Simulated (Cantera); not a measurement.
**Pyrogenic steam for wet oxidation**

An isothermal, constant-pressure homogeneous reactor starts with H2 : O2 : N2 : H2O = 1.7 : 1 : 2.1 : 0.04 (molar parts), equivalence ratio 0.85, at 1423 K and 13300 Pa.

Cantera simulation using the H2/O2 subset of GRI-Mech 3.0, which has no nitrogen chemistry; the numbers are that mechanism's predictions, not measurements. The temperature is held fixed by assumption; the heat of reaction is taken as removed at once.

```
t (s)         x H2    x O2    x HO2      x H      x OH
--------  --------  ------  -------  -------  --------
2.00e-5      0.351   0.207  4.71e-7  2.44e-6   3.04e-7
0.000111    0.0713  0.0839  1.10e-5    0.152    0.0147
0.000616    0.0411  0.0604  1.06e-5   0.0638    0.0112
0.00342    0.00777  0.0402  6.98e-6  0.00323   0.00392
0.0190    0.000329  0.0375  1.10e-6  2.61e-5  0.000771
0.105      1.97e-5  0.0376  8.91e-8  3.95e-7  0.000193
0.585      4.35e-6  0.0376  3.85e-8  4.19e-8   9.12e-5
3.25       3.96e-6  0.0376  3.78e-8  3.65e-8   8.70e-5
18.0       3.96e-6  0.0376  3.78e-8  3.65e-8   8.70e-5
100        3.96e-6  0.0376  3.78e-8  3.65e-8   8.70e-5
```
x: mole fraction; the columns are a selection and need not sum to one.

Equilibrium at this temperature and pressure: H2 3.96e-6, O2 0.0376, HO2 3.78e-8, H 3.65e-8, OH 8.70e-5 (gas phase only).
